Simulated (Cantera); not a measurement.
Charge: 1 mol trisilylamine, 7.3 mol NH3, 1.7 mol H2, at 1625 K and 248 Torr.

Equilibrium computed with Cantera from the NASA thermochemical tables; the gas is ideal and each condensed phase is pure. Candidate condensed phases: Si, Si3N4; 18 gas species. The feed counts by its element totals alone. The numbers say what is thermodynamically allowed, not how fast it happens.

Problem. What is the equilibrium state?

Solution. 
- x(H2): 0.888
- x(N2): 0.111
- x(H): 0.000116
- x(NH3): 4.03e-6
- n(Si3N4(s)): 1.000 mol
- gas amount: 19.30 mol
- log10 activity of Si(s) (absent): -1.27
